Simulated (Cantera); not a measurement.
Feed: 1 mol SiCl₄, 4.7 mol HCl, 2.9 mol H₂, equilibrated at 1425 K and 1 atm.

These are equilibrium values from Cantera (NASA tables, ideal gas, pure condensed phases), not measurements of a reactor. Candidate condensed phases: Si; 19 gas species. The tables' values for SiCl₃ are old estimates; treat these amounts as uncertain. Equilibrium is a limit: real reactors are often held back by kinetics, nucleation or transport.

Base state: HCl 0.558, H₂ 0.326, SiCl₄ 0.103, SiCl₃ 0.00642, SiHCl₃ 0.00471, SiCl₂ 0.00157, SiH₂Cl₂ 3.28e-5 (mole fractions); condensed: gas only.

**Question.** What changes in the equilibrium state with this change: temperature from 1425 K to 1373.15 K?

**Answer.** 
| species | before | after |
|---|---|---|
| HCl | 0.558 | 0.554 |
| H₂ | 0.326 | 0.330 |
| SiCl₄ | 0.103 | 0.107 |
| SiCl₂ | 0.00157 | 0.000661 |
| SiCl₃ | 0.00642 | 0.00392 |
| SiH₂Cl₂ | 3.28e-5 | 2.25e-5 |

**Question.** What changes in the equilibrium state with this change: H₂ from 2.9 to 1.7 mol?

**Answer.** 
```json
[
 {"species": "HCl", "before": "0.558", "after": "0.644"},
 {"species": "H₂", "before": "0.326", "after": "0.222"},
 {"species": "SiCl₄", "before": "0.103", "after": "0.125"},
 {"species": "SiH₂Cl₂", "before": "3.28e-5", "after": "1.38e-5"},
 {"species": "SiCl₂", "before": "0.00157", "after": "0.000975"}
]
```

**Question.** What changes in the equilibrium state with this change: temperature from 1425 K to 823 K?

**Answer.** 
```json
[
 {"species": "HCl", "before": "0.558", "after": "0.547"},
 {"species": "H₂", "before": "0.326", "after": "0.337"},
 {"species": "SiCl₄", "before": "0.103", "after": "0.116"},
 {"species": "SiCl₂", "before": "0.00157", "after": "<1e-9"},
 {"species": "SiCl₃", "before": "0.00642", "after": "1.61e-7"},
 {"species": "SiH₂Cl₂", "before": "3.28e-5", "after": "5.41e-9"},
 {"species": "SiHCl₃", "before": "0.00471", "after": "8.65e-5"}
]
```
